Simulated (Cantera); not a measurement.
# Hydrocarbon pyrolysis for carbon deposition

An isothermal, constant-pressure homogeneous reactor starts with C2H6 : N2 = 1 : 2.2 (molar parts), at 1525 K and 100.0 Torr.

Detailed kinetics in Cantera: GRI-Mech 3.0 (53 species, 325 reactions). GRI-Mech 3.0 stops at C3 and has no aromatics, soot or wall deposition, so with more carbon than oxygen in the feed, carbon stays in small species such as C2H2 where larger ones or solid carbon would form.

```
t (s)       x C2H6       x H  x C2H2    x HCN   x C2H4   x CH4     x CH3
--------  --------  --------  ------  -------  -------  ------  --------
0.000900    0.0227  0.000215  0.0422  6.37e-8    0.132  0.0896   0.00304
0.00181    0.00361  0.000127  0.0725  6.68e-8    0.109  0.0946   0.00118
0.00365   0.000579   6.04e-5  0.0953  6.62e-8   0.0839  0.0931  0.000484
0.00735   0.000114   3.09e-5   0.112  6.52e-8   0.0642  0.0914  0.000229
0.0148     3.68e-5   2.03e-5   0.127  6.42e-8   0.0467  0.0897  0.000142
0.0298     2.57e-5   1.94e-5   0.143  6.31e-8   0.0280  0.0878  0.000126
0.0600     2.47e-5   2.13e-5   0.157  6.21e-8   0.0106  0.0857  0.000130
0.121      2.41e-5   2.27e-5   0.164  6.17e-8  0.00264  0.0834  0.000132
0.243      2.25e-5   2.33e-5   0.166  6.20e-8  0.00176  0.0802  0.000128
0.490      1.97e-5   2.41e-5   0.168  6.26e-8  0.00176  0.0743  0.000120
0.986      1.54e-5   2.57e-5   0.171  6.38e-8  0.00178  0.0645  0.000107
1.99       9.95e-6   2.83e-5   0.175  6.64e-8  0.00182  0.0501   8.73e-5
4.00       5.02e-6   3.20e-5   0.180  7.13e-8  0.00190  0.0334   6.26e-5
```
x: mole fraction; the columns are a selection and need not sum to one.

Equilibrium at this temperature and pressure: C2H6 5.25e-7, H 4.00e-5, C2H2 0.133, HCN 0.112, C2H4 0.00147, CH4 0.00726, CH3 1.57e-5 (gas phase only).
